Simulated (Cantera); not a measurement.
What does this Cantera script print?

```python
import numpy as np
import cantera as ct

gas_names = [...]  # 109 gases of nasa_gas.yaml made of C, Cl, H, Si
cond_names = """
    C(gr) C6H6(L) C7H8(L) C8H18(L),n-octa Si(cr) Si(L) SiC(b)
""".split()


# ... load() reads the species with a 1 bar reference pressure and builds the phases ...
atoms = {
    'CH3Cl': {'C': 1, 'H': 3, 'CL': 1},
    'Si': {'Si': 1},
    'H2': {'H': 2},
}
top_T = {'C(gr)': 4500, 'SiC(b)': 3050}  # K; cautious upper limits of use, not melting points


# ... equilibrate(T, P, feed) seeds the gas with the atoms and calls Mixture.equilibrate('TP', solver="vcs", rtol=1e-11, max_steps=5000) ...
results = []
feed = {'CH3Cl': 1, 'Si': 0.052, 'H2': 0.24}  # mol
T = 2798.15  # K
P = 6400  # Pa
mix = equilibrate(T, P, feed)
results.append((T, P, feed, dict(zip(mix.species_names, mix.species_moles))))
x = sorted(zip(gas.X, gas.species_names), reverse=True)
print(f"T = {T:g} K  P = {P:g} Pa  gas = {mix.phase_moles(0):.4g} mol")
print("   x: " + "  ".join(f"{s} {v:.3e}" for v, s in x if v > 1e-06))
print("   condensed (mol): " + ("  ".join(f"{mix.phase(i).name} {mix.phase_moles(i):.4g}"
      for i in range(1, mix.n_phases) if mix.phase_moles(i) > 1e-12) or "none"))
```

It prints:

```
T = 2798.15 K  P = 6400 Pa  gas = 2.681 mol
   x: H2 3.987e-01  HCL 2.694e-01  H 2.029e-01  CL 9.462e-02  C2H2,acetylene 1.322e-02  Si 8.784e-03  SiC2 4.866e-03  SiCL2 3.484e-03  SiCL 1.778e-03  C2H 8.464e-04  C3 4.823e-04  SiH 2.469e-04  C4H2 1.824e-04  C2HCL 1.575e-04  C 1.009e-04  Si2C 8.947e-05  C2 4.707e-05  C2H2,vinylidene 2.526e-05  SiH2 1.718e-05  SiC 1.547e-05  CL2 1.315e-05  SiCL3 1.203e-05  CH 1.034e-05  CH2 9.672e-06  CH3 8.502e-06  Si2 5.601e-06  C5 4.582e-06  C6H2 2.660e-06  CCL 2.311e-06
   condensed (mol): C(gr) 0.8906
```

Equilibrium computed with Cantera from the NASA thermochemical tables; the gas is ideal and each condensed phase is pure. The tables' values for SiCl, SiCl3 are old estimates; treat these amounts as uncertain. Gases not in the tables: Si2H6 and higher silanes.
